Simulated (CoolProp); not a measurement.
The numbers come from the reference Helmholtz-energy equation of state, Lemmon 2006 in CoolProp. It is a short technical equation, of lower accuracy than the large ones.

Give the vapour pressure (MPa), liquid density (kg/m³), liquid cp (kJ/(kg K)), vapour Z of saturated nitrous oxide at 237.9, 242.5 K.


| T (K) | p (MPa) | liquid density (kg/m³) | liquid cp (kJ/(kg K)) | vapour Z |
|---|---|---|---|---|
| 237.9 | 1.11 | 1060 | 1.87 | 0.860 |
| 242.5 | 1.29 | 1040 | 1.90 | 0.844 |
